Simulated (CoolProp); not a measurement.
Octamethyltrisiloxane (MDM) along the isobar 0.101 MPa: density (kg/m³) from the reference equation and from simpler models built on Tc = 565.4 K, pc = 1.438 MPa, ω = 0.528; each cubic takes its own stable root.

Computed with CoolProp (reference Helmholtz-energy equation of state, Thol 2017).

```tsv
T (K)	phase	reference
340.4	liquid	772.2
347	liquid	765.2
353.5	liquid	758.3
360.1	liquid	751.2
366.6	liquid	744.2
373.1	liquid	737.0
379.7	liquid	729.7
386.2	liquid	722.3
392.8	liquid	714.8
399.3	liquid	707.2
405.8	liquid	699.5
```

How far does each simpler model (Redlich-Kwong, Peng-Robinson) lie from the reference over these 11 states: mean and median of the absolute difference, and the worst?


- Redlich-Kwong: mean 45.7 %, median 15.4 %, worst -98.9 % at 405.8 K and 0.101 MPa
- Peng-Robinson: mean 2.7 %, median 2.8 %, worst +3.2 % at 405.8 K and 0.101 MPa

At some of these states Redlich-Kwong gives the other phase, because its saturation line lies elsewhere.
